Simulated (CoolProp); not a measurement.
Vapour-liquid equilibrium of propane (1) + neopentane (2) at 0.654 MPa; x and y are mole fractions of (1).

Computed with CoolProp (multi-fluid Helmholtz-energy mixture model, Lemmon 2009 and Lemmon 2006; pair parameters Bell 2016).

Give the bubble temperature and the first vapour's composition at x = 0.05, 0.125, 0.8. Is there an azeotrope?

x = 0.05: 344.5 K, y = 0.108; x = 0.125: 339.7 K, y = 0.251; x = 0.8: 294.3 K, y = 0.964. No azeotrope shows between x = 0.05 and 0.95.

The pair parameters rest on a limited set of measurements; away from them the model extrapolates.
